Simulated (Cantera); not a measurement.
What does this Cantera script print?

```python
import numpy as np
import cantera as ct

gas_names = """
    H HO2 H2 H2O H2O2 O OH O2 O3 Zr ZrO ZrO2
""".split()
cond_names = """
    H2O(s) H2O(L) Zr(a) Zr(b) Zr(L) ZrO2(a) ZrO2(b) ZrO2(L)
""".split()


# ... load() reads the species with a 1 bar reference pressure and builds the phases ...
atoms = {
    'ZrO2': {'Zr': 1, 'O': 2},
    'H2': {'H': 2},
}
top_T = {}  # K; cautious upper limits of use, not melting points


# ... equilibrate(T, P, feed) seeds the gas with the atoms and calls Mixture.equilibrate('TP', solver="vcs", rtol=1e-11, max_steps=5000) ...
results = []
feed = {'ZrO2': 1, 'H2': 17}  # mol
T = 2248  # K
P = 11000  # Pa
mix = equilibrate(T, P, feed)
results.append((T, P, feed, dict(zip(mix.species_names, mix.species_moles))))
print(gas.report(threshold=0.0001))
for i in range(1, mix.n_phases):
    print(f"{mix.phase(i).name:16s} {mix.phase_moles(i):12.5e} mol")
```

Output:

```
       temperature   2248 K
          pressure   11000 Pa
           density   0.0011745 kg/m^3
  mean mol. weight   1.9956 kg/kmol
   phase of matter   gas

                          1 kg             1 kmol
                     ---------------   ---------------
          enthalpy        3.3012e+07         6.588e+07  J
   internal energy        2.3646e+07        4.7189e+07  J
           entropy        1.0571e+05        2.1096e+05  J/K
    Gibbs function       -2.0462e+08       -4.0835e+08  J
 heat capacity c_p             17379             34682  J/K
 heat capacity c_v             13213             26368  J/K

                      mass frac. Y      mole frac. X     chem. pot. / RT
                     ---------------   ---------------   ---------------
                 H          0.011065          0.021906           -11.044
                H2           0.98806           0.97807           -22.089
     [  +10 minor]        0.00087608        2.8163e-05

Zr(L)             0.00000e+00 mol
ZrO2(b)           9.99760e-01 mol
```

Equilibrium computed with Cantera from the NASA thermochemical tables; the gas is ideal and each condensed phase is pure.
